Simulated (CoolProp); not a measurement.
Properties of octamethyltrisiloxane (MDM) along the isotherm 301.85 °C.

Values from CoolProp's reference Helmholtz-energy equation of state, Thol 2017.

```
p (MPa)          phase  density (kg/m³)  cp (kJ/(kg K))  speed of sound (m/s)  fugacity coefficient
-------  -------------  ---------------  --------------  --------------------  --------------------
0.00682            gas           0.3379           2.092                 143.2                0.9985
0.011              gas           0.5455           2.093                 143.1                0.9976
0.0178             gas           0.8841           2.093                     ?                0.9961
0.0288             gas            1.434           2.094                 142.5                0.9938
0.0465             gas            2.324               ?                 142.0                0.9899
0.0751             gas            3.778           2.098                 141.1                0.9837
0.121              gas            6.151           2.102                 139.7                     ?
0.196              gas            10.14           2.109                 137.3                0.9577
0.317              gas            16.92           2.121                 133.2                0.9317
0.511              gas            28.81           2.147                 126.0                0.8902
0.826              gas            52.03           2.216                 112.1                0.8230
1.33               gas            113.4           2.627                 79.92                0.7133
2.16     supercritical            409.4           2.859                 121.1                0.5206
```

### Question
Complete the blanks.

### Answer

- 0.0178, speed of sound (m/s): 142.8
- 0.0465, cp (kJ/(kg K)): 2.096
- 0.121, fugacity coefficient: 0.9738
